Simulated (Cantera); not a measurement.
A closed system holds: 1 mol SiF₄, 0.097 mol O₃, 0.12 mol H₂, at 1575 K and 2.80 mbar.

These are equilibrium values from Cantera (NASA tables, ideal gas, pure condensed phases), not measurements of a reactor. Candidate condensed phases: H₂O, Si, SiO₂; 38 gas species. The tables' values for SiF₃ are old estimates; treat these amounts as uncertain. The tables hold silica as quartz up to 1696 K and as liquid above; real silica turns to tridymite and cristobalite and melts near 1996 K. The numbers say what is thermodynamically allowed, not how fast it happens.

Base state: SiF₄ 0.743, HF 0.189, O₂ 0.0675, H₂O 0.000428, O 5.26e-5, OH 3.12e-5, SiF₃ 2.43e-5, F 1.74e-5 (mole fractions); condensed: SiO₂(β-quartz).

Task: What changes in the equilibrium state with this change: temperature from 1575 K to 923 K?

Result: 
| species | before | after |
|---|---|---|
| SiF₄ | 0.743 | 0.749 |
| HF | 0.189 | 0.176 |
| O₂ | 0.0675 | 0.0678 |
| H₂O | 0.000428 | 0.00698 |
| O | 5.26e-5 | <1e-9 |
| SiF₃ | 2.43e-5 | <1e-9 |
| F | 1.74e-5 | <1e-9 |
| OH | 3.12e-5 | 1.95e-8 |
| SiO₂(β-quartz), mol | 0.0597 | 0.0556 |
